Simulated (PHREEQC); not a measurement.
**Ultrapure water in contact with air or piping (model solution)**

Model water analysis in mg/kgw, 30 °C, pH 5.79, pe -1.4:

| constituent | mg/kgw |
|---|---|
| Na | 0.128 |
| K | 0.00541 |
| Ca | 0.069 |
| Mg | 0.0361 |
| Cl | 0.0536 |
| S(6) as SO4 | 0.267 |
| Alkalinity as HCO3 | 0.287 |
| F | 0.000385 |
| Sr | 0.00788 |
| Li | 2.69e-05 |
| N(-3) as NH4 | 7.89e-05 |
| B | 0.000261 |
| Si as SiO2 | 0.00035 |

Valence states are taken as typed.

Equilibrium calculation in PHREEQC: ion-association model, wateq4f.dat.

Each row changes one thing in this solution. Precipitation was switched off in this run.

```tsv
case	CO2 (mol/kgw)	HCO3- (mol/kgw)	MgSO4 (mol/kgw)	CaSO4 (mol/kgw)	HSO4- (mol/kgw)	CO3-2 (mol/kgw)	SI of Quartz (SiO2)
as made	2.17e-5	6.32e-6	1.05e-9	9.57e-10	4.82e-10	2.04e-10	-4.33
pH from 5.79 to 6.79 at the same alkalinity	1.64e-6	[?]	1.05e-9	9.59e-10	[?]	1.54e-9	-4.33
all concentrations times 4 at the same typed pH	7.00e-5	[?]	1.61e-8	1.47e-8	1.90e-9	6.71e-10	-3.72
```

Q: What belongs in the gaps?

A: 
- pH from 5.79 to 6.79 at the same alkalinity, HCO3- (mol/kgw): 4.77e-6
- pH from 5.79 to 6.79 at the same alkalinity, HSO4- (mol/kgw): 4.82e-11
- all concentrations times 4 at the same typed pH, HCO3- (mol/kgw): 2.05e-5

SiF6-2 is the database's only silicon fluoride. Real BF4- forms and hydrolyses slowly; the run takes it at equilibrium.
